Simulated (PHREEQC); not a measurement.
Acid rinse or clean (model solution)

Dissolve 0.0015 mol/kgw H2SO4 and 0.0001 mol/kgw CaCl2 at 20 °C. Closed to the air; pH follows from the charge balance.

Computed with PHREEQC (ion-association model, wateq4f.dat).

```json
{
  "pH": "2.59",
  "ionic_strength": "0.00429 mol/kgw",
  "total_alkalinity": "-3.00 meq/kg"
}
```

```json
[
 {"species": "H+", "molality": "0.00277", "activity": "0.00260", "log γ": "-0.028"},
 {"species": "SO4-2", "molality": "0.00126", "activity": "0.000953", "log γ": "-0.120"},
 {"species": "HSO4-", "molality": "0.000232", "activity": "0.000216", "log γ": "-0.030"},
 {"species": "Cl-", "molality": "0.000200", "activity": "0.000186", "log γ": "-0.031"},
 {"species": "Ca+2", "molality": "8.77e-5", "activity": "6.67e-5", "log γ": "-0.119"},
 {"species": "CaSO4", "molality": "1.21e-5", "activity": "1.21e-5", "log γ": "0.000"},
 {"species": "CaHSO4+", "molality": "1.86e-7", "activity": "1.73e-7", "log γ": "-0.030"}
]
```

No solid was allowed to form.
